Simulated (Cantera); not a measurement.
Charge: 1 mol Si, 0.052 mol O2, 27 mol CO, held at 0.720 bar.

Points: T (K) = 700, 750, 800, 850, 900, 950, 1000, 1050, 1100, 1150, 1200.

Cantera's Mixture.equilibrate('TP', solver="vcs", rtol=1e-11, max_steps=5000) on the NASA tables stopped like this:

```
ERROR: FAILURE its = 5001!

*******************************************************************************
CanteraError thrown by MultiPhase::equilibrate:
VCS solver failed. Return code: -1
*******************************************************************************
```

Task: What got this run through?

Result: This is not unique; one that fits is The failure is numerical, not chemical. The same input converged with solver="gibbs", rtol=1e-10, max_steps=50000, and the result passed a check of the equilibrium conditions:
```
log10 of partial pressures in bar; condensed amounts in mol
       T/K        CO       CO2     C(gr) SiO2(Lqz) SiO2(hqz)
       700    -1.878    -0.151     14.33         1         0
       750    -1.455    -0.164     14.13         1         0
       800    -1.094    -0.194      13.7         1         0
       850    -0.793    -0.253     12.87         0         1
       900    -0.552    -0.357     11.41         0         1
       950    -0.375    -0.526     9.245         0         1
      1000    -0.260    -0.767     6.714         0         1
      1050    -0.198    -1.066     4.573         0         1
      1100    -0.168    -1.390      3.24         0         1
      1150    -0.155    -1.713     2.554         0         1
      1200    -0.148    -2.020     2.224         0         1
```

The gas is ideal and each condensed phase is pure. The tables hold silica as quartz up to 1696 K and as liquid above; real silica turns to tridymite and cristobalite and melts near 1996 K.
